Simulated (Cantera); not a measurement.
A Cantera script and what it prints.

```python
import numpy as np
import cantera as ct

gas_names = """
    O O2 O3 S SO SO2 SO3 S2 S2O S8
""".split()
cond_names = """
    S(cr1) S(cr2) S(L)
""".split()


# ... load() reads the species with a 1 bar reference pressure and builds the phases ...
atoms = {
    'SO2': {'S': 1, 'O': 2},
    'O2': {'O': 2},
}
top_T = {}  # K; cautious upper limits of use, not melting points


# ... equilibrate(T, P, feed) seeds the gas with the atoms and calls Mixture.equilibrate('TP', solver="vcs", rtol=1e-11, max_steps=5000) ...
results = []
feed = {'SO2': 1, 'O2': 1.2}  # mol
T = 2925  # K
P = 2200000  # Pa
mix = equilibrate(T, P, feed)
results.append((T, P, feed, dict(zip(mix.species_names, mix.species_moles))))
print(gas.report(threshold=0.001))
for i in range(1, mix.n_phases):
    print(f"{mix.phase(i).name:16s} {mix.phase_moles(i):12.5e} mol")
```

Output:

```
       temperature   2925 K
          pressure   2.2e+06 Pa
           density   4.1749 kg/m^3
  mean mol. weight   46.151 kg/kmol
   phase of matter   gas

                          1 kg             1 kmol
                     ---------------   ---------------
          enthalpy       -2.4883e+05       -1.1484e+07  J
   internal energy       -7.7579e+05       -3.5804e+07  J
           entropy            6519.1        3.0086e+05  J/K
    Gibbs function       -1.9317e+07       -8.9151e+08  J
 heat capacity c_p            1047.6             48346  J/K
 heat capacity c_v             867.4             40032  J/K

                      mass frac. Y      mole frac. X     chem. pot. / RT
                     ---------------   ---------------   ---------------
                 O         0.0047058          0.013574           -13.859
                O2           0.37161           0.53598           -27.718
                SO         0.0061536         0.0059093            -34.26
               SO2           0.61493           0.44303           -48.119
               SO3         0.0025822         0.0014886           -61.978
     [   +5 minor]        1.4865e-05        1.9532e-05

S(L)              0.00000e+00 mol
```

Equilibrium computed with Cantera from the NASA thermochemical tables; the gas is ideal and each condensed phase is pure.
